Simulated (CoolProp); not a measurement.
o-xylene along the isobar 0.517 MPa: fugacity coefficient from the reference equation and from simpler models built on Tc = 630.3 K, pc = 3.737 MPa, ω = 0.312; each cubic takes its own stable root.

The numbers come from the reference Helmholtz-energy equation of state, Zhou 2012 in CoolProp.

```tsv
T (K)	phase	reference	van der Waals	Redlich-Kwong	Soave-Redlich-Kwong	Peng-Robinson
501.2	gas	0.8868	0.9296	0.9109	0.9019	0.8962
518.1	gas	0.9000	0.9348	0.9187	0.9115	0.9057
535.1	gas	0.9111	0.9395	0.9257	0.9200	0.9143
552.1	gas	0.9203	0.9438	0.9319	0.9275	0.9220
569.1	gas	0.9282	0.9477	0.9375	0.9342	0.9288
586	gas	0.9350	0.9512	0.9425	0.9402	0.9349
603	gas	0.9408	0.9545	0.9469	0.9457	0.9405
620	gas	0.9460	0.9574	0.9510	0.9506	0.9454
```
